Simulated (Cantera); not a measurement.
## Moist CO burnout

An isothermal, constant-pressure homogeneous reactor starts with 1.36 % CO, 1.26 % O₂, 0.165 % H₂O, 97.2 % N₂, equivalence ratio 0.54, at 1225 K and 383 Torr.

Model: GRI-Mech 3.0 (53 species, 325 reactions), integrated in Cantera.

```csv
t (s),x CO,x O₂,x H₂O,x H₂O₂,x NO,x N₂O
0.000200,0.0136,0.0126,0.00165,<1e-12,<1e-12,<1e-12
0.000540,0.0136,0.0126,0.00165,<1e-12,<1e-12,<1e-12
0.00146,0.0136,0.0126,0.00165,<1e-12,<1e-12,1.12e-12
0.00394,0.0136,0.0126,0.00165,2.64e-12,<1e-12,3.28e-11
0.0106,0.0128,0.0120,0.00158,1.24e-8,8.05e-9,6.25e-8
0.0287,0.00238,0.00694,0.00151,3.48e-8,1.34e-6,2.48e-7
0.0775,0.000334,0.00602,0.00164,1.28e-8,1.50e-6,3.51e-7
0.209,4.77e-5,0.00589,0.00166,2.55e-9,1.52e-6,4.30e-7
0.565,6.24e-6,0.00587,0.00166,4.32e-10,1.52e-6,4.41e-7
1.52,7.65e-7,0.00587,0.00166,7.68e-11,1.53e-6,3.69e-7
4.12,9.91e-8,0.00587,0.00166,1.87e-11,1.53e-6,2.04e-7
11.1,2.28e-8,0.00587,0.00166,6.70e-12,1.54e-6,4.21e-8
30.0,9.16e-9,0.00587,0.00166,3.06e-12,1.54e-6,3.33e-9
```
x: mole fraction; the columns are a selection and need not sum to one.

Equilibrium at this temperature and pressure: CO 7.84e-9, O₂ 0.00585, H₂O 0.00166, H₂O₂ 2.71e-12, NO 4.41e-5, N₂O 2.42e-9 (gas phase only).
